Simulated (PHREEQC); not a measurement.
1 kg of water holding 0.51 mol NaBr, 0.0027 mol CaSO4 and 0.47 mol NaCl is evaporated at 20 °C; the solids stay in contact with the brine. No CO2 enters from the air. Only these solids could form: Glauberite, Gypsum, Anhydrite, Halite, Mirabilite, Portlandite, Thenardite.

All values are PHREEQC results (Pitzer model, pitzer.dat), not measurements.

Task: Predict water activity at water left (kg) = 0.8219, 0.2082, 0.1711.

Result: 
```tsv
water left (kg)	water activity
0.8219	0.960
0.2082	0.813
0.1711	0.763
```

Species that the database lacks are ignored.
